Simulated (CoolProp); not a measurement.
Vapour-liquid equilibrium of n-hexane (1) + dimethyl carbonate (2) at 330 K; x and y are mole fractions of (1).

Model: multi-fluid Helmholtz-energy mixture model, Thol 2019 and Zhou 2011; pair parameters Bell 2016, in CoolProp.

**Question.** Give the bubble pressure and the first vapour's composition at x = 0.05, 0.425, 0.5. Is there an azeotrope?

**Answer.** x = 0.05: 44.84 kPa, y = 0.340; x = 0.425: 72.37 kPa, y = 0.661; x = 0.5: 73.40 kPa, y = 0.676. y crosses x between x = 0.725 and 0.8: the model has an azeotrope there.

The pair parameters rest on a limited set of measurements; away from them the model extrapolates. With so large a gap from Raoult's law the liquid may split in two, which this calculation doesn't test in full.
